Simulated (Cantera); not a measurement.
**Carbon deposition, reforming and gasification: CH3OH + CO2**

Input: 1 mol CH3OH, a varied amount of CO2, held at 2823.15 K and 9200 Pa.

These are equilibrium values from Cantera (NASA tables, ideal gas, pure condensed phases), not measurements of a reactor. Candidate condensed phases: C, C6H6, C7H8, C8H18, H2O; 110 gas species. Rates play no part.

| n(CO2) (mol) | x H2 | x CO | x H | x H2O | x CO2 | x OH |
|---|---|---|---|---|---|---|
| 0.14 | 0.442 | 0.323 | 0.194 | 0.0317 | 0.00330 | 0.00400 |
| 0.21 | 0.418 | 0.334 | 0.189 | 0.0459 | 0.00523 | 0.00596 |
| 0.28 | 0.395 | 0.345 | 0.184 | 0.0591 | 0.00735 | 0.00790 |
| 0.35 | 0.373 | 0.354 | 0.179 | 0.0714 | 0.00965 | 0.00981 |
| 0.42 | 0.353 | 0.363 | 0.174 | 0.0828 | 0.0121 | 0.0117 |
| 0.49 | 0.334 | 0.371 | 0.169 | 0.0933 | 0.0148 | 0.0136 |
| 0.55 | 0.318 | 0.378 | 0.165 | 0.102 | 0.0172 | 0.0151 |
| 0.62 | 0.301 | 0.385 | 0.160 | 0.111 | 0.0202 | 0.0169 |
| 0.69 | 0.285 | 0.391 | 0.156 | 0.119 | 0.0233 | 0.0187 |
| 0.76 | 0.269 | 0.397 | 0.152 | 0.126 | 0.0265 | 0.0204 |
| 0.83 | 0.255 | 0.403 | 0.148 | 0.133 | 0.0299 | 0.0221 |
x: gas mole fraction; nothing condenses.

From 0.14 mol CO2 to 0.83 mol CO2 nothing is condensed. The main C-bearing gas is CO throughout.
